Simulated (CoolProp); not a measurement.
n-hexane at 293.15 K and 0.00907 MPa flows at 0.062 m/s in a round tube of 50 mm bore and 45 µm roughness, fully developed (64/Re and Nu = 3.66 if laminar; Colebrook and Gnielinski if turbulent). Each further row changes one setting.

Computed with CoolProp (reference Helmholtz-energy equation of state, Thol 2019).

```csv
case,Reynolds number,Darcy friction factor,pressure drop (Pa/m),heat-transfer coefficient (W/(m² K)),mass flow (kg/h)
as stated,163,0.394,0.00489,0.981,0.142
velocity 0.124 m/s,325,0.197,0.00978,0.981,0.283
diameter 100 mm,325,0.197,0.00122,0.490,0.566
```

Viscosity comes from a separate model (Michailidou 2013). Thermal conductivity comes from a separate model (Assael 2013).
